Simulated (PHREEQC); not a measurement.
A solution holds 0.71 mol HF, 0.013 mol NH4F and 0.0054 mol HCl per kg of water, at 25 °C. Closed to the air; pH follows from the charge balance.

Computed with PHREEQC (ion-association model, wateq4f.dat).

```tsv
quantity	before	after
pH	1.77	3.35
ionic strength (mol/kgw)	0.0325	0.0135
HF (mol/kgw)	0.278	0.00466
H2F2 (mol/kgw)	0.202	5.67e-5
HF2- (mol/kgw)	0.0140	0.000142
F- (mol/kgw)	0.0131	0.00795
```

Question: Which change was made?
(A) HCl from 0.0054 to 0.0108 mol/kgw
(B) HF left out
(C) 0.18 mol/kgw HBr added
(D) NH4F from 0.013 to 0.026 mol/kgw
(E) HCl from 0.0054 to 0.00486 mol/kgw

Answer: B, HF left out

Precipitation was switched off in this run. wateq4f.dat counts part of the HF as a dimer, H2F2, which phreeqc.dat doesn't know; its constant is uncertain.
